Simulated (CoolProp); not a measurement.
Computed with CoolProp (reference Helmholtz-energy equation of state, de Reuck 1990).

Problem. For fluorine, give the phase and the cv (kJ/(kg K)), speed of sound (m/s) at 188.3 K and 0.101 MPa; 197.9 K and 0.101 MPa; 217.1 K and 0.101 MPa.

Solution. 
- 188.3 K and 0.101 MPa: gas; cv 0.560, speed of sound 239
- 197.9 K and 0.101 MPa: gas; cv 0.563, speed of sound 245
- 217.1 K and 0.101 MPa: gas; cv 0.569, speed of sound 256
